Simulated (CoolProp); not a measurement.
500 sccm (0 °C, 1 atm) of nitrogen bubbles through liquid octamethyltrisiloxane (MDM) at 367 K and leaves saturated at a total pressure of 0.15 MPa (ideal gas phase). Each further row changes one setting.

Computed with CoolProp (reference Helmholtz-energy equation of state, Thol 2017).

```tsv
case	vapour pressure (kPa)	mole fraction of vapour	delivery (mg/min)	delivery (sccm)	change of delivery for a bath 1 K warmer (%)
as stated	15.9	0.106	623	59.1	4.4
bath temperature 372 K	19.1	0.128	771	73.1	4.3
total pressure 0.3 MPa	15.9	0.0528	294	27.9	4.1
```
